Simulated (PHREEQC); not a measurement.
Make-up at 25 °C: 30 mmol/kgw Cu(NO3)2, 5.2 mmol/kgw HCl and 4.6 mmol/kgw FeCl3. Closed to the air; pH follows from the charge balance.

Equilibrium calculation in PHREEQC: ion-association model, wateq4f.dat.

```tsv
quantity	before	after
pH	2.24	2.22
ionic strength (mol/kgw)	0.118	0.0461
CuCl+ (mol/kgw)	0.000541	0.000141
CuCl2 (mol/kgw)	2.90e-6	9.22e-7
CuOH+ (mol/kgw)	2.55e-8	5.83e-9
SI of Tenorite (CuO)	-5.10	-5.72
SI of Cu(OH)2 (Cu(OH)2)	-6.12	-6.74
```

Problem. Which change was made?
(A) HCl left out
(B) FeCl3 left out
(C) diluted 2-fold with water
(D) Cu(NO3)2 from 0.03 to 0.006 mol/kgw
(E) HCl replaced by AlCl3 at the same molality

Solution. D, Cu(NO3)2 from 0.03 to 0.006 mol/kgw

This is a speciation only: nothing precipitates in the calculation. Some of these states are supersaturated (in Hematite (slow to form), Goethite (slow to form), for instance).
